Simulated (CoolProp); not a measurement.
A single-stage vapour-compression cycle with R236EA: evaporating at 260.15 K (dew point), condensing at 305.15 K (bubble point), superheat 0 K, subcooling 8 K, compressor efficiency 0.65, no pressure losses. Each further row changes one setting.

Values from CoolProp's reference Helmholtz-energy equation of state, Rui 2013.

| case | cooling COP | pressure ratio | discharge temperature (K) | refrigerating effect (kJ/kg) | volumetric capacity (kJ/m³) |
|---|---|---|---|---|---|
| as stated | 3.24 | 6.04 | 312.5 | 129 | 402 |
| evaporating temperature 265.15 K | 3.82 | 4.77 | ? | 133 | ? |
| condensing temperature 300.15 K | 3.76 | 5.10 | 307.4 | 135 | 421 |
| subcooling 13 K | ? | 6.04 | 312.5 | 135 | 421 |
| superheat 10 K | 3.29 | 6.04 | 323.3 | 137 | ? |
| compressor efficiency 0.55 | 2.75 | 6.04 | 320.3 | 129 | 402 |

Question: Fill in the missing entries.

Answer: 
- evaporating temperature 265.15 K, discharge temperature (K): 311.1
- evaporating temperature 265.15 K, volumetric capacity (kJ/m³): 516
- subcooling 13 K, cooling COP: 3.40
- superheat 10 K, volumetric capacity (kJ/m³): 410
